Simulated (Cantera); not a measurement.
## Thermodynamics of abatement and gas-phase synthesis, feed HBr + O2 + N2 + H2O

Feed: 1 mol HBr, 0.58 mol O2, 6.7 mol N2, 4.2 mol H2O, equilibrated at 10.0 Torr.

These are equilibrium values from Cantera (NASA tables, ideal gas, pure condensed phases), not measurements of a reactor. Candidate condensed phases: Br2, H2O; 27 gas species. Rates play no part.

| T (K) | x N2 | x H | x H2O | x O | x H2 | x Br | x OH | x O2 | x HBr | x NO |
|---|---|---|---|---|---|---|---|---|---|---|
| 2175 | 0.517 | 0.00535 | 0.332 | 0.00348 | 0.0160 | 0.0659 | 0.0149 | 0.0305 | 0.0115 | 0.00368 |
| 2275 | 0.509 | 0.0120 | 0.310 | 0.00673 | 0.0266 | 0.0662 | 0.0218 | 0.0328 | 0.0101 | 0.00473 |
| 2375 | 0.497 | 0.0244 | 0.279 | 0.0125 | 0.0400 | 0.0659 | 0.0303 | 0.0361 | 0.00873 | 0.00601 |
| 2475 | 0.480 | 0.0455 | 0.238 | 0.0220 | 0.0546 | 0.0649 | 0.0400 | 0.0396 | 0.00729 | 0.00745 |
| 2575 | 0.458 | 0.0780 | 0.190 | 0.0370 | 0.0677 | 0.0631 | 0.0493 | 0.0423 | 0.00586 | 0.00894 |
| 2675 | 0.431 | 0.123 | 0.138 | 0.0583 | 0.0758 | 0.0605 | 0.0560 | 0.0430 | 0.00451 | 0.0102 |
| 2775 | 0.401 | 0.179 | 0.0892 | 0.0857 | 0.0758 | 0.0573 | 0.0577 | 0.0405 | 0.00330 | 0.0111 |
| 2875 | 0.371 | 0.238 | 0.0503 | 0.117 | 0.0674 | 0.0540 | 0.0533 | 0.0348 | 0.00231 | 0.0114 |
| 2975 | 0.347 | 0.293 | 0.0247 | 0.148 | 0.0534 | 0.0510 | 0.0440 | 0.0271 | 0.00155 | 0.0110 |
| 3075 | 0.328 | 0.336 | 0.0107 | 0.175 | 0.0384 | 0.0488 | 0.0329 | 0.0192 | 0.00102 | 0.0102 |
| 3175 | 0.316 | 0.366 | 0.00431 | 0.195 | 0.0259 | 0.0472 | 0.0230 | 0.0127 | 0.000666 | 0.00909 |
| 3275 | 0.308 | 0.386 | 0.00167 | 0.209 | 0.0169 | 0.0462 | 0.0154 | 0.00806 | 0.000437 | 0.00794 |
| 3375 | 0.304 | 0.398 | 0.000647 | 0.218 | 0.0109 | 0.0456 | 0.0101 | 0.00503 | 0.000291 | 0.00687 |
x: gas mole fraction; nothing condenses.

From 2175 K to 3375 K nothing is condensed.
